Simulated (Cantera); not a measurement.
A perfectly stirred reactor is fed with C3H8 : H2 = 1 : 110 (molar parts), at 0.0263 atm; it is held at 1900 K, and followed from long to short residence time.

Cantera simulation using GRI-Mech 3.0 (53 species, 325 reactions); the numbers are that mechanism's predictions, not measurements. GRI-Mech 3.0 was tuned for natural gas; its chemistry of propane as a main component is partial and can be far from experiment. GRI-Mech 3.0 stops at C3 and has no aromatics, soot or wall deposition, so with more carbon than oxygen in the feed, carbon stays in small species such as C2H2 where larger ones or solid carbon would form. Radical loss at walls, strong at low pressure, is not modelled.

Q: What does this change do: C3H8 1 to 2.5 parts?

A: 
| quantity | before | after |
|---|---|---|
| x(C3H8) at τ = 0.350 s | 5.46e-7 | 1.30e-6 |
| x(H2) at τ = 0.350 s | 0.980 | 0.961 |
| x(C2H4) at τ = 0.350 s | 1.30e-5 | 3.24e-5 |
| x(C2H2) at τ = 0.350 s | 0.0111 | 0.0280 |
| x(CH2) at τ = 0.350 s | 1.69e-6 | 2.76e-6 |
| x(C3H8) at τ = 14.0 ms | 1.42e-5 | 3.20e-5 |
| x(H2) at τ = 14.0 ms | 0.977 | 0.953 |
| x(C2H4) at τ = 14.0 ms | 0.000174 | 0.000423 |
| x(C2H2) at τ = 14.0 ms | 0.00760 | 0.0207 |
| x(CH2) at τ = 14.0 ms | 3.72e-6 | 7.93e-6 |
